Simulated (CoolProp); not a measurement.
A simple Rankine cycle with R236FA: condensing at 321.15 K, boiler at 1.88 MPa, turbine inlet 399 K, turbine efficiency 0.7, pump efficiency 0.6, no recuperator. Each further row changes one setting.

Model: reference Helmholtz-energy equation of state, Pan 2012, in CoolProp.

```
case                             thermal efficiency (%)  net work (kJ/kg)  heat in (kJ/kg)  turbine exit temperature (K)  volume ratio over the turbine
-------------------------------  ----------------------  ----------------  ---------------  ----------------------------  -----------------------------
as stated                                           7.0              13.3              190                         368.5                           3.81
condensing temperature 313.15 K                     8.0              16.1              201                         364.0                           4.82
boiler pressure 1.32 MPa                            5.3              10.4              199                         379.5                           2.51
turbine efficiency 0.6                              5.9              11.2              190                         370.6                           3.84
```
